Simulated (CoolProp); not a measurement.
Sulfur dioxide along the isotherm 488.3 K: Z from the reference equation and from simpler models built on Tc = 430.6 K, pc = 78.87 bar, ω = 0.256; each cubic takes its own stable root.

Values from CoolProp's reference Helmholtz-energy equation of state, Gao 2016.

```csv
p (bar),phase,reference,van der Waals,Soave-Redlich-Kwong
14.1,gas,0.9594,0.9598,0.9601
28.2,gas,0.9170,0.9170,0.9188
42.2,gas,0.8728,0.8711,0.8763
56.3,gas,0.8262,0.8206,0.8318
70.4,gas,0.7771,0.7646,0.7857
84.5,supercritical,0.7255,0.7012,0.7380
98.6,supercritical,0.6715,0.6279,0.6895
113,supercritical,0.6146,0.5460,0.6409
127,supercritical,0.5601,0.4896,0.5981
141,supercritical,0.5119,0.4741,0.5646
155,supercritical,0.4772,0.4794,0.5432
169,supercritical,0.4585,0.4935,0.5332
183,supercritical,0.4525,0.5117,0.5317
197,supercritical,0.4547,0.5322,0.5359
```
